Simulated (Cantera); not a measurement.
Input: 1 mol Si3N4, 0.0046 mol O2, 43 mol N2, held at 1025 K and 1.00 bar.

These are equilibrium values from Cantera (NASA tables, ideal gas, pure condensed phases), not measurements of a reactor. Candidate condensed phases: Si, SiO2, Si2N2O, Si3N4; 16 gas species. Mutual solubility and eutectic melting of coexisting phases are not modelled. Kinetics and transport are ignored.

Base state: N2 1.00 (mole fractions); condensed: Si2N2O(s) + Si3N4(s).

### Question
What changes in the equilibrium state with this change: temperature from 1025 K to 2100 K?

### Answer
```json
[
 {"species": "N2", "before": "1.00", "after": "1.000"},
 {"species": "SiO", "before": "<1e-9", "after": "0.000214"},
 {"species": "Si", "before": "<1e-9", "after": "9.20e-5"},
 {"species": "SiN", "before": "<1e-9", "after": "1.91e-5"},
 {"species": "Si2N", "before": "<1e-9", "after": "1.58e-5"},
 {"species": "Si2N2O(s), mol", "before": "0.00920", "after": "0"},
 {"species": "Si3N4(s), mol", "before": "0.994", "after": "0.995"}
]
```
The tables' values for SiN are old estimates; treat these amounts as uncertain.

### Question
What changes in the equilibrium state with this change: temperature from 1025 K to 2148 K?

### Answer
```json
[
 {"species": "N2", "before": "1.00", "after": "0.999"},
 {"species": "Si", "before": "<1e-9", "after": "0.000220"},
 {"species": "SiO", "before": "<1e-9", "after": "0.000214"},
 {"species": "Si2N", "before": "<1e-9", "after": "4.74e-5"},
 {"species": "SiN", "before": "<1e-9", "after": "4.12e-5"},
 {"species": "Si2N2O(s), mol", "before": "0.00920", "after": "0"},
 {"species": "Si3N4(s), mol", "before": "0.994", "after": "0.992"}
]
```
The tables' values for SiN are old estimates; treat these amounts as uncertain.
